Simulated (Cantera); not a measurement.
Equilibrium for silicon carbide growth: SiH2Cl2 + CH4 + H2 + HCl

A closed system holds: 1 mol SiH2Cl2, 0.039 mol CH4, 250 mol H2, 4 mol HCl, at 230 Pa.

Method: chemical equilibrium by Gibbs-energy minimisation in Cantera with the NASA 1993 tables (ideal gas, pure condensed phases). Candidate condensed phases: C, C6H6, C7H8, C8H18, Si, SiC; 109 gas species. Mutual solubility and eutectic melting of coexisting phases are not modelled. The tables' values for SiCl, SiCl3 are old estimates; treat these amounts as uncertain. Gases not in the tables: Si2H6 and higher silanes. Kinetics and transport are ignored.

From 925 °C to 1375 °C the condensed part is Si(s) + SiC(s). From 1450 °C to 1525 °C the condensed part is Si(l) + SiC(s). From 1600 °C to 1675 °C the condensed part is SiC(s). At 1750 °C nothing is condensed. The main Si-bearing gas is SiCl2 at 925 °C and Si at 1750 °C. The share of Si in condensed phases is highest at 925 °C (71.2 %) and lowest at 1750 °C (0.0 %).

| T (°C) | x H2 | x H | x HCl | x Si | x SiCl2 | n Si(s) | n SiC(s) | n Si(l) |
|---|---|---|---|---|---|---|---|---|
| 925 | 0.978 | 3.92e-6 | 0.0211 | 5.60e-10 | 0.00107 | 0.673 | 0.0390 | 0 |
| 1000 | 0.978 | 1.47e-5 | 0.0210 | 7.85e-9 | 0.00117 | 0.656 | 0.0390 | 0 |
| 1075 | 0.978 | 4.77e-5 | 0.0209 | 8.18e-8 | 0.00125 | 0.637 | 0.0390 | 0 |
| 1150 | 0.978 | 0.000137 | 0.0208 | 6.64e-7 | 0.00133 | 0.619 | 0.0390 | 0 |
| 1225 | 0.978 | 0.000354 | 0.0206 | 4.36e-6 | 0.00139 | 0.600 | 0.0390 | 0 |
| 1300 | 0.977 | 0.000838 | 0.0205 | 2.39e-5 | 0.00145 | 0.578 | 0.0390 | 0 |
| 1375 | 0.976 | 0.00183 | 0.0203 | 0.000112 | 0.00150 | 0.535 | 0.0389 | 0 |
| 1450 | 0.974 | 0.00375 | 0.0203 | 0.000428 | 0.00147 | 0 | 0.0382 | 0.446 |
| 1525 | 0.969 | 0.00723 | 0.0204 | 0.00134 | 0.00133 | 0 | 0.0353 | 0.207 |
| 1600 | 0.962 | 0.0132 | 0.0211 | 0.00251 | 0.000852 | 0 | 0.0285 | 0 |
| 1675 | 0.951 | 0.0230 | 0.0218 | 0.00301 | 0.000379 | 0 | 0.0146 | 0 |
| 1750 | 0.935 | 0.0383 | 0.0218 | 0.00333 | 0.000160 | 0 | 0 | 0 |
x: gas mole fraction; n: condensed amount in mol.
